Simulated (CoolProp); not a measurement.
n-hexane at 301.32 K and 0.0144 MPa is compressed adiabatically to 0.026 MPa with isentropic efficiency 0.9. Each further row changes one setting.

The numbers come from the reference Helmholtz-energy equation of state, Thol 2019 in CoolProp.

| case | work (kJ/kg) | final temperature (K) | final density (kg/m³) |
|---|---|---|---|
| as stated | 19.2 | 313.0 | 0.875 |
| efficiency 1 | 17.2 | 311.9 | 0.879 |
| efficiency 0.65 | 26.5 | 317.2 | 0.863 |
